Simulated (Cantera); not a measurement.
A Cantera script and what it prints.

```python
import numpy as np
import cantera as ct

gas_names = """
    B BH BH2 BH3 BO BO2 B2 B2O B2O2 B2O3 B3O3H3 H HBO HBO2 HO2 H2 H2O H2O2 H3B3O6 O OH O2 O3
""".split()
cond_names = """
    B(b) B(L) B2O3(L) B3O3H3(cr) H2O(s) H2O(L)
""".split()


# ... load() reads the species with a 1 bar reference pressure and builds the phases ...
atoms = {
    'B': {'B': 1},
    'H2O': {'H': 2, 'O': 1},
    'H2': {'H': 2},
}
top_T = {}  # K; cautious upper limits of use, not melting points


# ... equilibrate(T, P, feed) seeds the gas with the atoms and calls Mixture.equilibrate('TP', solver="vcs", rtol=1e-11, max_steps=5000) ...
results = []
feed = {'B': 1, 'H2O': 0.08, 'H2': 3.5}  # mol
T = 1000  # K
P = 240000  # Pa
mix = equilibrate(T, P, feed)
results.append((T, P, feed, dict(zip(mix.species_names, mix.species_moles))))
x = sorted(zip(gas.X, gas.species_names), reverse=True)
print(f"T = {T:g} K  P = {P:g} Pa  gas = {mix.phase_moles(0):.4g} mol")
print("   x: " + "  ".join(f"{s} {v:.3e}" for v, s in x if v > 1e-06))
print("   condensed (mol): " + ("  ".join(f"{mix.phase(i).name} {mix.phase_moles(i):.4g}"
      for i in range(1, mix.n_phases) if mix.phase_moles(i) > 1e-12) or "none"))
```

Output:

```
T = 1000 K  P = 240000 Pa  gas = 3.567 mol
   x: H2 9.925e-01  B3O3H3 7.476e-03
   condensed (mol): B(b) 0.92
```

Method: chemical equilibrium by Gibbs-energy minimisation in Cantera with the NASA 1993 tables (ideal gas, pure condensed phases).
